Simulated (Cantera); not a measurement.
A Cantera script and its output.

```python
import numpy as np
import cantera as ct

gas = ct.Solution("gri30.yaml")
gas.TPX = 550, 500000, {'CH4': 1.6, 'CO': 0.27, 'O2': 1.33, 'N2': 11.2}
inlet = ct.Reservoir(gas, clone=True)
gas.equilibrate("HP")  # start burning
reactor = ct.IdealGasConstPressureReactor(gas, energy="on", clone=False)
exhaust = ct.Reservoir(gas, clone=True)
tau = [0.061, 0.027, 0.012, 0.0054, 0.0024, 0.0011, 0.00047, 0.00021, 9.4e-05][0]
for a, b in ((inlet, reactor), (reactor, exhaust)):
    ct.MassFlowController(a, b, mdot=lambda t: reactor.mass / tau)
net = ct.ReactorNet([reactor])
show = ['CH4', 'CO', 'O2', 'NO', 'CO2']

rows = []
print(f"{'tau/s':>10s}{'T/K':>9s}" + "".join(f"{s:>11s}" for s in show))
for tau in [0.061, 0.027, 0.012, 0.0054, 0.0024, 0.0011, 0.00047, 0.00021, 9.4e-05]:
    net.initial_time = 0.0
    net.advance(30 * tau)
    before = gas.X
    net.advance(40 * tau)
    drift = np.max(np.abs(gas.X - before) / (gas.X + 1e-9))
    rows.append([gas.T, *gas[show].X, drift])
    print(f"{tau:10.3e}{gas.T:9.1f}" + "".join(f"{x:11.3e}" for x in gas[show].X))
```

It prints:

```
     tau/s      T/K        CH4         CO         O2         NO        CO2
 6.100e-02   1088.1  6.542e-02  4.205e-02  3.573e-02  7.959e-12  1.159e-02
 2.700e-02    550.0  1.111e-01  1.875e-02  9.236e-02 -3.902e-29  9.813e-16
 1.200e-02    550.0  1.111e-01  1.875e-02  9.236e-02 -1.691e-32  6.665e-16
 5.400e-03    550.0  1.111e-01  1.875e-02  9.236e-02 -7.934e-36  2.999e-16
 2.400e-03    550.0  1.111e-01  1.875e-02  9.236e-02 -1.245e-38  1.334e-16
 1.100e-03    550.0  1.111e-01  1.875e-02  9.236e-02  6.770e-40  6.123e-17
 4.700e-04    550.0  1.111e-01  1.875e-02  9.236e-02  3.511e-40  2.618e-17
 2.100e-04    550.0  1.111e-01  1.875e-02  9.236e-02  1.884e-40  1.164e-17
 9.400e-05    550.0  1.111e-01  1.875e-02  9.236e-02  2.400e-40  5.341e-18
```

Model: GRI-Mech 3.0 (53 species, 325 reactions), integrated in Cantera.
